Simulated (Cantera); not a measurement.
Charge: 1 mol Pb, 0.012 mol O2, 88 mol H2, held at 8.70 mbar.

Equilibrium computed with Cantera from the NASA thermochemical tables; the gas is ideal and each condensed phase is pure. Candidate condensed phases: H2O, Pb, PbO, PbO2, Pb3O4; 12 gas species. Kinetics and transport are ignored.

Task: Which condensed phases are stable at each of these points (T (K)): 500, 550, 600, 650, 700, 750, 800, 850, 900?

Result: 
```tsv
T (K)	condensed phases	Pb condensed (%)
500	Pb(s)	100.0
550	Pb(s)	100.0
600	Pb(s)	100.0
650	Pb(l)	100.0
700	Pb(l)	100.0
750	Pb(l)	100.0
800	Pb(l)	99.9
850	Pb(l)	99.7
900	Pb(l)	98.6
```

From 500 K to 600 K the condensed part is Pb(s). From 650 K to 900 K the condensed part is Pb(l).
